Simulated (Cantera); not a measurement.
Cantera run, input and output.

```python
import numpy as np
import cantera as ct

surf = ct.Interface("ptcombust.yaml", "Pt_surf")
gas = surf.adjacent["gas"]
gas.TPX = 300, 6200, {'CH4': 0.067, 'O2': 0.084, 'N2': 0.79}
jet = ct.ImpingingJet(gas=gas, width=0.036, surface=surf)
jet.inlet.mdot, jet.inlet.T, jet.inlet.X = 0.032, 300, {'CH4': 0.067, 'O2': 0.084, 'N2': 0.79}
jet.set_refine_criteria(ratio=10, slope=0.2, curve=0.3)
show, cover = ['CH4', 'O2', 'H2O', 'OH', 'CO', 'CO2'], ["PT(S)", "H(S)", "O(S)", "OH(S)", "CO(S)", "C(S)"]

rows = []
print(f"{'Ts/K':>7s}" + "".join(f"{s:>11s}" for s in show + cover) + "   (gas at the wall, coverages)")
for i, Ts in enumerate([850, 900, 950, 1000, 1050, 1100, 1150]):
    jet.surface.T = Ts
    if i == 0:
        surf.TP = Ts, 6200
        surf.coverages = "PT(S):0.5, O(S):0.5"
        surf.advance_coverages(1.0)
        jet.set_initial_guess(products="inlet")
    jet.solve(loglevel=0, auto=(i == 0))
    rows.append([*(jet.X[gas.species_index(s), -1] for s in show), *surf[cover].coverages])
    print(f"{Ts:7g}" + "".join(f"{x:11.3e}" for x in rows[-1]))
```

Result:

```
   Ts/K        CH4         O2        H2O         OH         CO        CO2      PT(S)       H(S)       O(S)      OH(S)      CO(S)       C(S)   (gas at the wall, coverages)
    850  2.070e-02  7.433e-03  9.236e-02  4.942e-11  4.957e-02  3.742e-03  4.349e-01  1.270e-04  8.457e-06  1.315e-05  5.425e-01  2.246e-02
    900  1.773e-02  6.468e-03  9.351e-02  3.297e-11  5.560e-02  2.589e-04  4.847e-01  9.661e-04  5.145e-07  2.085e-06  2.737e-01  2.407e-01
    950  1.262e-02  4.686e-03  9.147e-02  8.977e-11  6.081e-02  2.705e-04  5.939e-01  1.627e-03  3.937e-07  1.736e-06  1.809e-01  2.236e-01
   1000  7.923e-03  3.065e-03  8.926e-02  3.302e-10  6.522e-02  7.112e-04  7.636e-01  1.919e-03  6.906e-07  2.348e-06  1.412e-01  9.330e-02
   1050  6.101e-03  2.464e-03  8.756e-02  1.251e-09  6.607e-02  1.877e-03  8.786e-01  1.832e-03  1.583e-06  3.305e-06  9.003e-02  2.954e-02
   1100  5.481e-03  2.288e-03  8.562e-02  4.250e-09  6.496e-02  3.915e-03  9.371e-01  1.646e-03  3.390e-06  4.286e-06  5.117e-02  1.011e-02
   1150  5.280e-03  2.262e-03  8.318e-02  1.279e-08  6.265e-02  6.843e-03  9.663e-01  1.468e-03  6.565e-06  5.205e-06  2.827e-02  3.923e-03
```

Model: Deutschmann's 1995 Pt surface mechanism with GRI-Mech 3.0 gas chemistry, integrated in Cantera. Catalytic surfaces can have several steady states; this one follows from the mechanism file's or the stated starting coverage.
